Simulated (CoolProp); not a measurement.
Vapour-liquid equilibrium of carbon dioxide (1) + CH3F (R41) (2) at -46.35 °C; x and y are mole fractions of (1).

Model: multi-fluid Helmholtz-energy mixture model, Span 1996 and Lemmon 2006; pair parameters Bell 2016, in CoolProp.

| x | bubble pressure (MPa) | y at the bubble point | dew pressure at overall composition x (MPa) | liquid density (mol/L) |
|---|---|---|---|---|
| 0.05 | 0.4664 | 0.079 | 0.4604 | 23.88 |
| 0.2 | 0.5129 | 0.285 | 0.4929 | 24.16 |
| 0.35 | 0.5585 | 0.460 | 0.5290 | 24.47 |
| 0.5 | … | 0.615 | 0.5699 | 24.80 |
| 0.65 | … | 0.752 | … | 25.13 |
| 0.8 | 0.7104 | 0.871 | 0.6763 | 25.48 |
| 0.95 | 0.7690 | … | 0.7551 | 25.81 |

Problem. Complete the blanks.

Solution. 
- 0.5, bubble pressure (MPa): 0.6056
- 0.65, bubble pressure (MPa): 0.6558
- 0.65, dew pressure at overall composition x (MPa): 0.6176
- 0.95, y at the bubble point: 0.971

No azeotrope shows between x = 0.05 and 0.95.

Pair parameters are fitted to limited data, so mixtures are less certain than the pure fluids.
